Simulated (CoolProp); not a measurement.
Computed with CoolProp (reference Helmholtz-energy equation of state, Thol 2017).

Question: For octamethyltrisiloxane (MDM), give the phase and the Z, cv (kJ/(kg K)), Joule-Thomson coefficient (K/MPa) at 575 K and 0.674 MPa; 575 K and 2.02 MPa; 575 K and 2.92 MPa.

Answer: 
- 575 K and 0.674 MPa: gas; Z 0.832, cv 2.08, Joule-Thomson coefficient 11.3
- 575 K and 2.02 MPa: supercritical; Z 0.253, cv 2.15, Joule-Thomson coefficient 5.67
- 575 K and 2.92 MPa: supercritical; Z 0.319, cv 2.14, Joule-Thomson coefficient 1.90
